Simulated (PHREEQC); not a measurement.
# Acid mine or pickling water

A made-up water analysis in mmol/kgw, 25 °C, pH 3.2:

| constituent | mmol/kgw |
|---|---|
| Na | 101 |
| K | 1.66 |
| Ca | 0.744 |
| Mg | 2.82 |
| Cl | 36 |
| S(6) | 37.1 |

Valence states are taken as typed.

Equilibrium calculation in PHREEQC: Pitzer model, pitzer.dat.

The ionic strength is 0.150 mol/kgw and the specific conductance comes out as 10700 µS/cm. The density comes out as 1.003 g/cm³ and the osmotic coefficient comes out as 0.857. The total alkalinity is -1.69 meq/kg and the charge-balance error is 0.6 %.

```
species  molality  activity   log γ
-------  --------  --------  ------
Na+         0.101    0.0744  -0.133
SO4-2      0.0363   0.00998  -0.561
Cl-        0.0360    0.0266  -0.132
Mg+2      0.00282  0.000685  -0.615
K+        0.00166   0.00120  -0.140
H+       0.000879  0.000631  -0.144
HSO4-    0.000806  0.000600  -0.128
Ca+2     0.000744  0.000150  -0.695
```

Precipitation was switched off in this run.
